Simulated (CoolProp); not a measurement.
Vapour-liquid equilibrium of ethylbenzene (1) + o-xylene (2) at 330.2 K; x and y are mole fractions of (1).

Model: multi-fluid Helmholtz-energy mixture model, Zhou 2012 and Zhou 2012; pair parameters Bell 2016, in CoolProp.

Give the bubble pressure and the first vapour's composition at x = 0.2, 0.5, 0.875. Is there an azeotrope?

x = 0.2: 5.136 kPa, y = 0.259; x = 0.5: 5.702 kPa, y = 0.581; x = 0.875: 6.320 kPa, y = 0.901. No azeotrope shows between x = 0.05 and 0.95.

Pair parameters are fitted to limited data, so mixtures are less certain than the pure fluids.
